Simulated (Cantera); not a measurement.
Input (Python, Cantera):

```python
import numpy as np
import cantera as ct

surf = ct.Interface("ptcombust.yaml", "Pt_surf")
gas = surf.adjacent["gas"]
gas.TPX = 300, 3600, {'CH4': 0.085, 'O2': 0.18, 'N2': 0.79}
jet = ct.ImpingingJet(gas=gas, width=0.057, surface=surf)
jet.inlet.mdot, jet.inlet.T, jet.inlet.X = 0.023, 300, {'CH4': 0.085, 'O2': 0.18, 'N2': 0.79}
jet.set_refine_criteria(ratio=10, slope=0.2, curve=0.3)
show, cover = ['CH4', 'O2', 'H2O', 'OH', 'CO', 'CO2'], ["PT(S)", "H(S)", "O(S)", "OH(S)", "CO(S)", "C(S)"]

rows = []
print(f"{'Ts/K':>7s}" + "".join(f"{s:>11s}" for s in show + cover) + "   (gas at the wall, coverages)")
for i, Ts in enumerate([900, 950, 1000, 1050, 1100, 1150, 1200, 1250]):
    jet.surface.T = Ts
    if i == 0:
        surf.TP = Ts, 3600
        surf.coverages = "PT(S):0.5, O(S):0.5"
        surf.advance_coverages(1.0)
        jet.set_initial_guess(products="inlet")
    jet.solve(loglevel=0, auto=(i == 0))
    rows.append([*(jet.X[gas.species_index(s), -1] for s in show), *surf[cover].coverages])
    print(f"{Ts:7g}" + "".join(f"{x:11.3e}" for x in rows[-1]))
```

Result:

```
   Ts/K        CH4         O2        H2O         OH         CO        CO2      PT(S)       H(S)       O(S)      OH(S)      CO(S)       C(S)   (gas at the wall, coverages)
    900  5.021e-02  1.050e-01  5.724e-02  6.299e-08  2.225e-05  3.781e-02  2.581e-01  1.128e-07  7.406e-01  1.323e-03  1.814e-05  6.454e-08
    950  3.684e-02  7.646e-02  8.195e-02  1.999e-07  2.374e-05  5.445e-02  3.511e-01  3.052e-07  6.475e-01  1.409e-03  1.437e-05  6.878e-08
   1000  2.672e-02  5.507e-02  1.004e-01  5.354e-07  2.485e-05  6.700e-02  4.480e-01  6.843e-07  5.506e-01  1.351e-03  1.077e-05  6.732e-08
   1050  1.995e-02  4.085e-02  1.126e-01  1.244e-06  2.671e-05  7.537e-02  5.428e-01  1.345e-06  4.559e-01  1.213e-03  8.077e-06  6.429e-08
   1100  1.565e-02  3.189e-02  1.202e-01  2.601e-06  3.010e-05  8.063e-02  6.295e-01  2.389e-06  3.695e-01  1.043e-03  6.219e-06  6.165e-08
   1150  1.290e-02  2.625e-02  1.250e-01  4.985e-06  3.567e-05  8.389e-02  7.060e-01  3.954e-06  2.931e-01  8.720e-04  4.990e-06  6.047e-08
   1200  1.112e-02  2.274e-02  1.279e-01  8.910e-06  4.421e-05  8.591e-02  7.702e-01  6.175e-06  2.290e-01  7.161e-04  4.169e-06  6.072e-08
   1250  9.967e-03  2.062e-02  1.296e-01  1.500e-05  5.680e-05  8.708e-02  8.225e-01  9.217e-06  1.769e-01  5.814e-04  3.617e-06  6.238e-08
```

Detailed kinetics in Cantera: Deutschmann's 1995 Pt surface mechanism with GRI-Mech 3.0 gas chemistry. Catalytic surfaces can have several steady states; this one follows from the mechanism file's or the stated starting coverage.
